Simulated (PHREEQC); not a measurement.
0.73 g of hydrous ferric oxide (600 m²/g; 0.2 weak and 0.005 strong sites per Fe, Dzombak-Morel constants, diffuse double layer) in 1 kg of water with 0.01 mol/kgw of an inert sodium salt and 0.92 mmol/kgw NaH2PO4, 0.018 mmol/kgw CaCl2 and 0.014 mmol/kgw CuSO4, at 25 °C; the pH is set by adding NaOH or the inert anion's acid. Oxygen is held at 0.21 atm. No CO2 enters from the air. Precipitation was switched off in this run.

The series has 17 steps of pH, from 4 to 12.

Model: ion-association model, wateq4f.dat, run in PHREEQC.

### Question
Near which pH is half of the P sorbed, and on which side is more sorbed?

### Answer
Near pH 8.7, with more sorbed at lower pH.

### Question
Near which pH is half of the Ca sorbed, and on which side is more sorbed?

### Answer
Near pH 6.9, with more sorbed at higher pH.

### Question
Near which pH is half of the S sorbed, and on which side is more sorbed?

### Answer
Near pH 4.7, with more sorbed at lower pH.

Complexes and solids missing from the database can't appear. H3PO4, which wateq4f.dat lacks, is added to it with the constant of phreeqc.dat. The database has no phosphate complexes of Cu. The database's constant for dissolved Cu(OH)2 is higher than later reviews accept.
